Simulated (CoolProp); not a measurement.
Vapour-liquid equilibrium of acetone (1) + n-decane (2) at 456.6 K; x and y are mole fractions of (1).

Computed with CoolProp (multi-fluid Helmholtz-energy mixture model, Lemmon 2006 and Lemmon 2006; pair parameters Bell 2016).

```tsv
x	bubble pressure, mixture model (MPa)	bubble pressure, Raoult's law (MPa)	y, mixture model	y, Raoult's law
0.05	0.2409	0.2264	0.466	0.464
0.125	0.4180	0.3744	…	0.702
0.2	0.5932	0.5224	0.787	0.804
0.275	0.7581	0.6704	0.836	0.862
0.35	0.9089	0.8184	0.866	0.899
0.425	1.046	0.9664	0.886	0.924
0.5	1.171	1.114	0.902	0.943
0.575	1.290	1.262	0.915	0.957
0.65	1.408	1.410	0.928	0.968
0.725	1.531	1.558	…	0.977
0.8	…	1.706	0.954	0.985
0.875	1.812	1.854	0.969	0.991
0.95	1.979	2.002	0.987	0.997
```

**Question.** Complete the blanks.

**Answer.** 
- 0.125, y, mixture model: 0.695
- 0.725, y, mixture model: 0.940
- 0.8, bubble pressure, mixture model (MPa): 1.664

The largest gap from Raoult's law is +13.6 % in bubble pressure, at x = 0.2. No azeotrope shows between x = 0.05 and 0.95.

The pair parameters rest on a limited set of measurements; away from them the model extrapolates. The gap from Raoult's law changes sign with composition, which may be real or a fault of the pair parameters; it wasn't checked against measurements.
